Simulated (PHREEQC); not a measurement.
A solution holds 0.15 mol/kgw CuCl2, 0.0083 mol/kgw H2SO4 and 0.76 mol/kgw KCl, at 25 °C. It is in equilibrium with CO2 at log p = 0 (atm). Otherwise closed; pH follows from the charge balance.

All values are PHREEQC results (ion-association model, phreeqc.dat), not measurements.

Precipitation was switched off in this run.

What pH does the model give?

pH 1.93.

In which forms is Cl present?

Cl- 94 %, CuCl+ 4.7 %, CuCl2 1.4 % of the Cl.

Caution: at this ionic strength the ion-association model is outside its range; a Pitzer model would be the better tool where its parameters exist. Complexes and solids missing from the database can't appear.
